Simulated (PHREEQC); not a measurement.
A solution holds 0.0087 mol CuCl2 and 0.05 mol H3BO3 per kg of water, at 77 °C. Closed to the air; pH follows from the charge balance.

All values are PHREEQC results (ion-association model, phreeqc.dat), not measurements.

No solid was allowed to form.

Task: What pH, ionic strength does the model give?

Result: pH 4.24; ionic strength 0.0231 mol/kgw.

Task: In which forms is Cu present?

Result: Cu+2 82 %, CuCl+ 17 %, Cu2(OH)2+2 0.7 % of the Cu.

Species that the database lacks are ignored. Away from 25 °C the constants follow the database's enthalpies or fits; those with neither stay at their 25 °C values.
